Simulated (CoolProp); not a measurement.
Properties of dimethyl ether at several states (Tc = 400.4 K, pc = 5.337 MPa, ω = 0.196).

Model: reference Helmholtz-energy equation of state, Wu 2011, in CoolProp.

```json
[
 {"T (K)": "514", "p (MPa)": "0.802", "phase": "gas", "density (kg/m³)": "8.861", "cp (kJ/(kg K))": "2.094", "cv (kJ/(kg K))": "1.892", "viscosity (µPa s)": "16.7"},
 {"T (K)": "182", "p (MPa)": "0.0355", "phase": "liquid", "density (kg/m³)": "820.9", "cp (kJ/(kg K))": "2.135", "cv (kJ/(kg K))": "1.474", "viscosity (µPa s)": "637"},
 {"T (K)": "155.9", "p (MPa)": "11.9", "phase": "liquid", "density (kg/m³)": "858.7", "cp (kJ/(kg K))": "2.129", "cv (kJ/(kg K))": "1.520", "viscosity (µPa s)": "1440"},
 {"T (K)": "233.7", "p (MPa)": "1.34", "phase": "liquid", "density (kg/m³)": "756.3", "cp (kJ/(kg K))": "2.198", "cv (kJ/(kg K))": "1.471", "viscosity (µPa s)": "252"},
 {"T (K)": "251.7", "p (MPa)": "25.6", "phase": "liquid", "density (kg/m³)": "756.5", "cp (kJ/(kg K))": "2.172", "cv (kJ/(kg K))": "1.500", "viscosity (µPa s)": "245"},
 {"T (K)": "170.8", "p (MPa)": "0.0236", "phase": "liquid", "density (kg/m³)": "834.7", "cp (kJ/(kg K))": "2.134", "cv (kJ/(kg K))": "1.487", "viscosity (µPa s)": "839"}
]
```

Viscosity comes from a separate model (Meng 2012).
